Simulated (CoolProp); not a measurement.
Vapour-liquid equilibrium of R125 (1) + R245fa (2) at 0.159 bar; x and y are mole fractions of (1).

Computed with CoolProp (multi-fluid Helmholtz-energy mixture model, Lemmon 2005 and Akasaka 2015; pair parameters Bell 2016).

```
x      bubble temperature, mixture model (K)  bubble temperature, Raoult's law (K)  y, mixture model  y, Raoult's law
-----  -------------------------------------  ------------------------------------  ----------------  ---------------
0.05                                   234.8                                 237.0             0.606            0.552
0.125                                  222.7                                 225.5             0.844            0.812
0.2                                    215.8                                 218.2             0.916            0.900
0.275                                  211.1                                 213.2             0.947            0.940
0.35                                   207.7                                 209.3             0.964            0.961
0.425                                  205.1                                 206.3             0.975            0.974
0.5                                    202.9                                 203.8             0.982            0.982
0.575                                  201.0                                 201.6             0.987            0.987
0.65                                   199.4                                 199.8             0.990            0.991
0.725                                  197.9                                 198.2             0.993            0.994
0.8                                    196.6                                 196.7             0.996            0.996
0.875                                  195.4                                 195.4             0.997            0.998
0.95                                   194.3                                 194.3             0.999            0.999
```

The largest gap from Raoult's law is -2.8 K in bubble temperature, at x = 0.125. No azeotrope shows between x = 0.05 and 0.95.

The pair parameters rest on a limited set of measurements; away from them the model extrapolates.
